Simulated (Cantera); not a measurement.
What does this Cantera script print?

```python
import numpy as np
import cantera as ct

gas = ct.Solution("h2o2.yaml")
gas.TPX = 1023, 100000, {'H2': 1.8, 'O2': 1, 'N2': 0.94}
reactor = ct.IdealGasConstPressureReactor(gas, energy="off", clone=False)
net = ct.ReactorNet([reactor])
net.rtol, net.atol = 1e-08, 1e-18
show = ['H2', 'O2', 'H2O', 'OH', 'H', 'O']
times = np.geomspace(0.0006, 80, 9)

steps = ct.SolutionArray(gas, extra=["t"])
rows = []
print(f"{'t/s':>10s}{'T/K':>9s}{'P/Pa':>11s}" + "".join(f"{s:>11s}" for s in show))
for t in times:
    while net.time < t:
        t_next = net.step()
        steps.append(gas.state, t=t_next)
    rows.append([np.interp(t, steps.t, y) for y in (steps.T, steps.P, *steps(*show).X.T)])
    print(f"{t:10.3e}{rows[-1][0]:9.1f}{rows[-1][1]:11.4g}" + "".join(f"{x:11.3e}" for x in rows[-1][2:]))
rate = np.gradient(steps.T, steps.t)
print("integrator steps:", len(steps.t))
if steps.T.max() > steps.T[0] + 200:
    print(f"time of steepest temperature rise: {steps.t[rate.argmax()]:.4e} s")
gas.TPX = 1023, 100000, {'H2': 1.8, 'O2': 1, 'N2': 0.94}
gas.equilibrate("TP")
print(f"equilibrium (TP): T = {gas.T:.1f} K  " + "  ".join(f"{s} {gas[s].X[0]:.3e}" for s in show))
```

It prints:

```
       t/s      T/K       P/Pa         H2         O2        H2O         OH          H          O
 6.000e-04   1023.0      1e+05  2.426e-01  1.520e-01  3.141e-01  1.919e-07  1.306e-06  1.939e-07
 2.623e-03   1023.0      1e+05  2.406e-01  1.509e-01  3.166e-01  3.425e-07  2.175e-06  3.216e-07
 1.147e-02   1023.0      1e+05  2.213e-01  1.414e-01  3.417e-01  7.729e-07  4.109e-06  6.086e-07
 5.012e-02   1023.0      1e+05  1.435e-01  1.040e-01  4.444e-01  6.772e-07  2.674e-06  4.362e-07
 2.191e-01   1023.0      1e+05  3.274e-02  5.091e-02  5.906e-01  5.027e-07  7.605e-07  2.086e-07
 9.577e-01   1023.0      1e+05  9.029e-04  3.564e-02  6.326e-01  1.740e-07  1.111e-08  8.504e-09
 4.187e+00   1023.0      1e+05  2.683e-05  3.522e-02  6.338e-01  4.969e-08  1.344e-10  1.164e-10
 1.830e+01   1023.0      1e+05  9.387e-10  3.521e-02  6.338e-01  2.155e-07  1.153e-13  3.291e-11
 8.000e+01   1023.0      1e+05  5.809e-10  3.521e-02  6.338e-01  2.883e-07  1.004e-13  5.882e-11
integrator steps: 2718
equilibrium (TP): T = 1023.0 K  H2 5.809e-10  O2 3.521e-02  H2O 6.338e-01  OH 2.883e-07  H 1.004e-13  O 5.882e-11
```

Cantera simulation using the H2/O2 subset of GRI-Mech 3.0, which has no nitrogen chemistry; the numbers are that mechanism's predictions, not measurements. The temperature is held fixed by assumption; the heat of reaction is taken as removed at once.
